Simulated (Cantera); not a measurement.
Hydrocarbon pyrolysis for carbon deposition

A perfectly stirred reactor is fed with C2H4 : H2 = 1 : 24 (molar parts), at 760 Torr; it is held at 1575 K, and followed from long to short residence time.

Cantera simulation using GRI-Mech 3.0 (53 species, 325 reactions); the numbers are that mechanism's predictions, not measurements. GRI-Mech 3.0 was tuned for natural gas; its chemistry of ethylene as a main component is partial and can be far from experiment. GRI-Mech 3.0 stops at C3 and has no aromatics, soot or wall deposition, so with more carbon than oxygen in the feed, carbon stays in small species such as C2H2 where larger ones or solid carbon would form.

```tsv
τ (s)	x C2H4	x H2	x C2H6	x C2H	x H	x CH4	x C2H2
0.74	0.00302	0.946	9.73e-6	3.02e-9	4.42e-5	0.0292	0.0221
0.38	0.00349	0.949	1.03e-5	3.60e-9	4.71e-5	0.0224	0.0248
0.19	0.00406	0.953	1.14e-5	4.32e-9	5.16e-5	0.0157	0.0273
0.098	0.00468	0.955	1.31e-5	5.06e-9	5.70e-5	0.0108	0.0290
0.050	0.00548	0.957	1.56e-5	5.75e-9	6.32e-5	0.00732	0.0298
0.025	0.00674	0.959	1.95e-5	6.27e-9	6.93e-5	0.00500	0.0297
0.013	0.00864	0.959	2.53e-5	6.43e-9	7.40e-5	0.00359	0.0285
0.0066	0.0118	0.960	3.47e-5	6.09e-9	7.72e-5	0.00261	0.0259
```
x: mole fraction; the columns are a selection and need not sum to one.
